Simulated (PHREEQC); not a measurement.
Dissolve 0.27 mol/kgw ZnCl2 at 25 °C. Closed to the air; pH follows from the charge balance.

Computed with PHREEQC (ion-association model, phreeqc.dat).

| quantity | before | after |
|---|---|---|
| pH | 4.77 | 1.49 |
| ionic strength (mol/kgw) | 0.670 | 0.657 |
| Cl- (mol/kgw) | 0.453 | 0.458 |

Problem. What was changed between the two runs?
(A) ZnCl2 from 0.27 to 0.135 mol/kgw
(B) 0.05 mol/kgw H2S added
(C) 0.025 mol/kgw Na2SO4 added
(D) temperature from 25 to 10 °C
(E) temperature from 25 to 5 °C

Solution. B, 0.05 mol/kgw H2S added

No solid was allowed to form. Some of these states are supersaturated (in Sphalerite (slow to form), for instance).
